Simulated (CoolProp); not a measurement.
Propane along the isotherm 267.5 K: density (kg/m³) from the reference equation and from simpler models built on Tc = 369.9 K, pc = 42.51 bar, ω = 0.152; each cubic takes its own stable root.

Values from CoolProp's reference Helmholtz-energy equation of state, Lemmon 2009.

```csv
p (bar),phase,reference
0.672,gas,1.353
1.53,gas,3.144
3.48,gas,7.532
7.92,liquid,536.9
18,liquid,538.7
41,liquid,542.6
93.4,liquid,550.7
213,liquid,565.9
```

### Question
How far does each simpler model (Soave-Redlich-Kwong, Peng-Robinson) lie from the reference over these 8 states: mean and median of the absolute difference, and the worst?

### Answer
- Soave-Redlich-Kwong: mean 3.4 %, median 4.3 %, worst -6.2 % at 267.5 K and 7.92 bar
- Peng-Robinson: mean 4.4 %, median 6.3 %, worst +8.0 % at 267.5 K and 213 bar
